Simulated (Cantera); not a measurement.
A Cantera script and what it prints.

```python
import numpy as np
import cantera as ct

gas_names = """
    AL ALCL ALCL2 ALCL3 ALH ALO ALOCL ALOH ALO2 ALO2H AL2 AL2CL6 AL2O AL2O2 CL CLO CL2 H HALO HCL HOCL
    HO2 H2 H2O H2O2 O OH O2 O3
""".split()
cond_names = """
    AL(cr) AL(L) ALCL3(s) ALCL3(L) AL2O3(a) AL2O3(L) H2O(s) H2O(L)
""".split()


def load(file, names, dense=False):
    # The tables refer to 1 bar. Condensed volumes are neglected.
    table = {s.name: s for s in ct.Species.list_from_file(file)}
    out = []
    for n in names:
        d = dict(table[n].input_data)
        d["thermo"] = dict(d["thermo"], **{"reference-pressure": 1e5})
        if dense:
            d["equation-of-state"] = {"model": "constant-volume", "density": "1e6 g/cm^3"}
        out.append(ct.Species.from_dict(d))
    return out


gas = ct.Solution(thermo="ideal-gas", species=load("nasa_gas.yaml", gas_names))
cond = {s.name: ct.Solution(thermo="fixed-stoichiometry", species=[s], name=s.name)
        for s in load("nasa_condensed.yaml", cond_names, dense=True)}
atoms = {
    'AlCl3': {'AL': 1, 'CL': 3},
    'O2': {'O': 2},
    'H2': {'H': 2},
}
top_T = {}  # K; cautious upper limits of use, not melting points


def equilibrate(T, P, feed):
    n = {}
    for name, mol in feed.items():
        for a, k in atoms[name].items():
            n[a] = n.get(a, 0.0) + k * mol
    gas.TPX = T, P, n
    mass = sum(n.values()) * gas.mean_molecular_weight
    gas.equilibrate("TP")
    valid = [c for c in cond.values() if c.min_temp <= T <= top_T.get(c.name, c.max_temp)]
    mix = ct.Mixture([(gas, mass / gas.mean_molecular_weight)] + [(c, 0.0) for c in valid])
    mix.T, mix.P = T, P
    mix.equilibrate("TP", solver="vcs", rtol=1e-11, max_steps=5000)
    return mix


results = []
feed = {'AlCl3': 1, 'O2': 9.8, 'H2': 29}  # mol
T = 1425  # K
P = 140  # Pa
mix = equilibrate(T, P, feed)
results.append((T, P, feed, dict(zip(mix.species_names, mix.species_moles))))
x = sorted(zip(gas.X, gas.species_names), reverse=True)
print(f"T = {T:g} K  P = {P:g} Pa  gas = {mix.phase_moles(0):.4g} mol")
print("   x: " + "  ".join(f"{s} {v:.3e}" for v, s in x if v > 0.0001))
print("   condensed (mol): " + ("  ".join(f"{mix.phase(i).name} {mix.phase_moles(i):.4g}"
      for i in range(1, mix.n_phases) if mix.phase_moles(i) > 1e-12) or "none"))
```

Output:

```
T = 1425 K  P = 140 Pa  gas = 30.5 mol
   x: H2O 5.934e-01  H2 3.081e-01  HCL 9.833e-02  H 1.012e-04
   condensed (mol): AL2O3(a) 0.5
```

These are equilibrium values from Cantera (NASA tables, ideal gas, pure condensed phases), not measurements of a reactor.
